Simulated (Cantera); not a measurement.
Cantera run:

```python
import numpy as np
import cantera as ct

gas_names = """
    B BH BH2 BH3 BN B2 H H2 N NH NH2 NH3 N2 N2H2 N2H4
""".split()
cond_names = """
    B(b) B(L) BN(s)
""".split()


def load(file, names, dense=False):
    # The tables refer to 1 bar. Condensed volumes are neglected.
    table = {s.name: s for s in ct.Species.list_from_file(file)}
    out = []
    for n in names:
        d = dict(table[n].input_data)
        d["thermo"] = dict(d["thermo"], **{"reference-pressure": 1e5})
        if dense:
            d["equation-of-state"] = {"model": "constant-volume", "density": "1e6 g/cm^3"}
        out.append(ct.Species.from_dict(d))
    return out


gas = ct.Solution(thermo="ideal-gas", species=load("nasa_gas.yaml", gas_names))
cond = {s.name: ct.Solution(thermo="fixed-stoichiometry", species=[s], name=s.name)
        for s in load("nasa_condensed.yaml", cond_names, dense=True)}
atoms = {
    'borazine': {'B': 3, 'N': 3, 'H': 6},
    'H2': {'H': 2},
}
top_T = {'BN(s)': 3200}  # K; cautious upper limits of use, not melting points


def equilibrate(T, P, feed):
    n = {}
    for name, mol in feed.items():
        for a, k in atoms[name].items():
            n[a] = n.get(a, 0.0) + k * mol
    gas.TPX = T, P, n
    mass = sum(n.values()) * gas.mean_molecular_weight
    gas.equilibrate("TP")
    valid = [c for c in cond.values() if c.min_temp <= T <= top_T.get(c.name, c.max_temp)]
    mix = ct.Mixture([(gas, mass / gas.mean_molecular_weight)] + [(c, 0.0) for c in valid])
    mix.T, mix.P = T, P
    mix.equilibrate("TP", solver="vcs", rtol=1e-11, max_steps=5000)
    return mix


results = []
feed = {'borazine': 1, 'H2': 4.2}  # mol
T = 2225  # K
P = 10000  # Pa
mix = equilibrate(T, P, feed)
results.append((T, P, feed, dict(zip(mix.species_names, mix.species_moles))))
x = sorted(zip(gas.X, gas.species_names), reverse=True)
print(f"T = {T:g} K  P = {P:g} Pa  gas = {mix.phase_moles(0):.4g} mol")
print("   x: " + "  ".join(f"{s} {v:.3e}" for v, s in x if v > 1e-06))
print("   condensed (mol): " + ("  ".join(f"{mix.phase(i).name} {mix.phase_moles(i):.4g}"
      for i in range(1, mix.n_phases) if mix.phase_moles(i) > 1e-12) or "none"))
```

Output:

```
T = 2225 K  P = 10000 Pa  gas = 7.454 mol
   x: H2 9.545e-01  N2 2.403e-02  H 2.001e-02  BH2 1.422e-03  B 3.838e-05  BH3 1.777e-05  BH 1.291e-05  BN 1.214e-06
   condensed (mol): B(b) 0.3471  BN(s) 2.642
```

Method: chemical equilibrium by Gibbs-energy minimisation in Cantera with the NASA 1993 tables (ideal gas, pure condensed phases). The feed counts by its element totals alone. Mutual solubility and eutectic melting of coexisting phases are not modelled. The tables' values for BH2 are old estimates; treat these amounts as uncertain. Gases not in the tables: B2H6 and higher boranes.
